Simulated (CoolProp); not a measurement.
The fluid at 263.07 K and 0.179 MPa (stagnation) flows isentropically through a choked orifice. The same conditions are run with several fluids, on thermodynamics alone (safety and materials aside).

Computed with CoolProp (reference Helmholtz-energy equation of state of each fluid (carbonyl sulfide: Lemmon 2006; R13: Platzer 1990; R115: Lemmon 2016; hydrogen chloride: Thol 2018)). The equations of Platzer and Polt are older, rougher fits.

Question: Rank carbonyl sulfide, R13, R115, hydrogen chloride by throat to inlet pressure ratio, highest first.

Answer: R115 (0.592), R13 (0.573), carbonyl sulfide (0.550), hydrogen chloride (0.529)

| fluid | mass flux (kg/(m² s)) | throat temperature (K) |
|---|---|---|
| carbonyl sulfide | 630 | 230.8 |
| R13 | 799 | 243.3 |
| R115 | 957 | 251.2 |
| hydrogen chloride | 504 | 219.5 |
